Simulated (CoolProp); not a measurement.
A single-stage vapour-compression cycle with hydrogen chloride: evaporating at 202.15 K (dew point), condensing at 263.15 K (bubble point), superheat 5 K, subcooling 2 K, compressor efficiency 0.65, no pressure losses. Each further row changes one setting.

The numbers come from the reference Helmholtz-energy equation of state, Thol 2018 in CoolProp.

```
case                              cooling COP  pressure ratio  discharge temperature (K)  refrigerating effect (kJ/kg)  volumetric capacity (kJ/m³)
--------------------------------  -----------  --------------  -------------------------  ----------------------------  ---------------------------
as stated                                1.52            9.37                      480.5                           329                         1540
evaporating temperature 207.15 K         1.75            7.40                          ?                           331                         1930
condensing temperature 258.15 K          1.71            8.12                          ?                           338                         1580
subcooling 7 K                              ?            9.37                      480.5                           338                         1580
superheat 15 K                           1.48            9.37                          ?                           338                            ?
compressor efficiency 0.55                  ?            9.37                          ?                           329                         1540
```

**Question.** Some entries are withheld; supply them.

**Answer.** 
- evaporating temperature 207.15 K, discharge temperature (K): 451.4
- condensing temperature 258.15 K, discharge temperature (K): 457.1
- subcooling 7 K, cooling COP: 1.56
- superheat 15 K, discharge temperature (K): 505.9
- superheat 15 K, volumetric capacity (kJ/m³): 1490
- compressor efficiency 0.55, cooling COP: 1.29
- compressor efficiency 0.55, discharge temperature (K): 527.6
